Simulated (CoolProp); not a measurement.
Properties of R11 along the isobar 14600 kPa (Tc = 198.0 °C, pc = 4408 kPa, ω = 0.189).

Model: reference Helmholtz-energy equation of state, Jacobsen 1992, in CoolProp.

```tsv
T (°C)	phase	speed of sound (m/s)	Joule-Thomson coefficient (K/MPa)
77.45	liquid	667.0	-0.3404
94.05	liquid	623.1	-0.2907
110.65	liquid	580.4	-0.2317
127.25	liquid	538.8	-0.1611
143.85	liquid	498.2	-0.07564
160.45	liquid	458.6	0.02887
177.05	liquid	420.1	0.1582
193.65	liquid	382.8	0.3197
210.25	supercritical	347.1	0.5227
226.85	supercritical	313.8	0.7762
```
